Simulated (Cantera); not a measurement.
Feed: 1 mol CuO, 0.88 mol CH₄, 0.17 mol H₂, held at 42.0 mbar.

Equilibrium computed with Cantera from the NASA thermochemical tables; the gas is ideal and each condensed phase is pure. Candidate condensed phases: C, C₆H₆, C₇H₈, C₈H₁₈, Cu, CuO, Cu(OH)₂, Cu₂O, H₂O; 113 gas species. Rates play no part.

**Question.** At 2177 °C, list the 6 most abundant gas species with their mole fractions, and the condensed phases.

**Answer.** H₂ 0.430, Cu 0.253, CO 0.221, H 0.0643, H₂O 0.0273, CO₂ 0.00231. Condensed: gas only.
